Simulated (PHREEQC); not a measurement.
# Reverse-osmosis reject (model solution)

Model water analysis in mg/kgw, 25 °C, pH 7.47:

```
constituent         mg/kgw
------------------  ------
Na                    2430
K                      127
Ca                     122
Mg                     161
Cl                    3830
S(6) as SO4            779
Alkalinity as HCO3  0.0488
```

Valence states are taken as typed.

Model: Pitzer model, pitzer.dat, run in PHREEQC.

Each row changes one thing in this solution. This is a speciation only: nothing precipitates in the calculation.

```csv
case,HCO3- (mol/kgw),MgOH+ (mol/kgw),CO2 (mol/kgw),HSO4- (mol/kgw),CO3-2 (mol/kgw),MgCO3 (mol/kgw),SI of Gypsum (CaSO4:2H2O),SI of Halite (NaCl)
as made,3.17e-7,1.13e-7,1.90e-8,8.58e-9,1.33e-9,6.44e-10,-1.14,-3.77
Cl from 3830 to 1920 mg/kgw,3.22e-7,1.17e-7,2.03e-8,9.48e-9,1.23e-9,6.78e-10,-1.09,___
S(6) from 779 to 390 mg/kgw,3.11e-7,1.15e-7,1.90e-8,4.34e-9,___,___,-1.41,-3.76
pH from 7.47 to 6.97 at the same alkalinity,7.93e-7,3.56e-8,1.51e-7,2.71e-8,1.05e-9,5.10e-10,-1.14,-3.77
```

**Question.** Fill in the missing entries.

**Answer.** 
- Cl from 3830 to 1920 mg/kgw, SI of Halite (NaCl): -4.05
- S(6) from 779 to 390 mg/kgw, CO3-2 (mol/kgw): 1.30e-9
- S(6) from 779 to 390 mg/kgw, MgCO3 (mol/kgw): 6.68e-10
